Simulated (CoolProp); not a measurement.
n-undecane along the isotherm 329.65 °C: density (kg/m³) from the reference equation and from simpler models built on Tc = 365.7 °C, pc = 1.990 MPa, ω = 0.539; each cubic takes its own stable root.

Computed with CoolProp (reference Helmholtz-energy equation of state, Aleksandrov 2011). It is a short technical equation, of lower accuracy than the large ones.

| p (MPa) | phase | reference | van der Waals | Redlich-Kwong | Soave-Redlich-Kwong |
|---|---|---|---|---|---|
| 0.271 | gas | 9.073 | 8.882 | 8.962 | 8.994 |
| 0.543 | gas | 19.81 | 18.86 | 19.24 | 19.40 |
| 0.814 | gas | 33.11 | 30.30 | 31.33 | 31.87 |
| 1.09 | gas | 52.02 | 44.39 | 46.84 | 48.46 |
| 1.36 | liquid | 435.0 | 62.79 | 68.88 | 337.3 |
| 1.63 | liquid | 440.7 | 237.0 | 314.9 | 346.1 |
| 1.9 | liquid | 445.6 | 250.5 | 326.7 | 353.7 |
| 2.17 | liquid | 450.0 | 259.6 | 336.1 | 360.3 |
| 2.44 | liquid | 454.0 | 266.7 | 344.1 | 366.1 |
| 2.71 | liquid | 457.6 | 272.6 | 351.2 | 371.5 |
| 2.99 | liquid | 461.1 | 277.8 | 357.6 | 376.6 |

At some of these states van der Waals, Redlich-Kwong gives the other phase, because its saturation line lies elsewhere.
